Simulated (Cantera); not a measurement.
## Adiabatic ignition

An adiabatic, constant-volume homogeneous reactor starts with 8.72 % CH4, 8.30 % O2, 83.0 % N2, at 1500 K and 5.40 bar.

Detailed kinetics in Cantera: GRI-Mech 3.0 (53 species, 325 reactions).

```
t (s)     T (K)  P (bar)     x CH4     x O2    x C2H4     x HCO      x NO    x HCN
--------  -----  -------  --------  -------  --------  --------  --------  -------
1.00e-5    1500     5.40    0.0872   0.0830   1.12e-9  3.67e-12    <1e-12   <1e-12
3.88e-5    1500     5.40    0.0871   0.0830   1.33e-7  1.38e-10    <1e-12   <1e-12
0.000151   1501     5.40    0.0868   0.0828   7.10e-6   3.54e-9    <1e-12   <1e-12
0.000585   1515     5.46    0.0837   0.0811  0.000201   5.95e-8  6.45e-12   <1e-12
0.00227    2247     8.82  0.000260  1.18e-7   8.09e-7   1.09e-7   6.15e-5  7.30e-5
0.00881    2246     8.83  9.82e-10  1.14e-7    <1e-12   1.03e-7   4.63e-5  2.94e-6
0.0342     2246     8.83  7.97e-10  1.15e-7    <1e-12   1.03e-7   1.42e-5  7.77e-7
0.133      2246     8.83  7.89e-10  1.15e-7    <1e-12   1.03e-7   1.02e-5  5.47e-7
0.515      2246     8.83  7.89e-10  1.15e-7    <1e-12   1.03e-7   1.02e-5  5.46e-7
2.00       2246     8.83  7.89e-10  1.15e-7    <1e-12   1.03e-7   1.02e-5  5.46e-7
```
x: mole fraction; the columns are a selection and need not sum to one.

The time of steepest temperature rise is 1.10 ms. The temperature at 2.00 s comes out as 2246 K and the equilibrium temperature is 2246 K. The x(CH4) at 2.00 s is 7.89e-10 (gas-phase equilibrium 8.91e-10) and the x(O2) at 2.00 s is 1.15e-7 (gas-phase equilibrium 1.15e-7). The x(C2H4) at 2.00 s comes out as <1e-12 (gas-phase equilibrium <1e-12).
